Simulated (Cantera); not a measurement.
An isothermal, constant-pressure homogeneous reactor starts with 7.14 % CH4, 92.9 % N2, at 1900 K and 10.00 Torr.

Cantera simulation using GRI-Mech 3.0 (53 species, 325 reactions); the numbers are that mechanism's predictions, not measurements. GRI-Mech 3.0 stops at C3 and has no aromatics, soot or wall deposition, so with more carbon than oxygen in the feed, carbon stays in small species such as C2H2 where larger ones or solid carbon would form. Radical loss at walls, strong at low pressure, is not modelled.

### Question
Predict: x(CH4) at 3.00 s; x(H) at 3.00 s; x(H2) at 3.00 s; x(CH2) at 3.00 s; x(CH3) at 3.00 s.

### Answer
```
Item                                                Value
----------------  ---------------------------------------
x(CH4) at 3.00 s  5.06e-6 (gas-phase equilibrium 1.02e-6)
x(H) at 3.00 s    0.00204 (gas-phase equilibrium 0.00218)
x(H2) at 3.00 s     0.0989 (gas-phase equilibrium 0.0988)
x(CH2) at 3.00 s  5.17e-8 (gas-phase equilibrium 1.20e-8)
x(CH3) at 3.00 s  2.08e-6 (gas-phase equilibrium 4.49e-7)
```
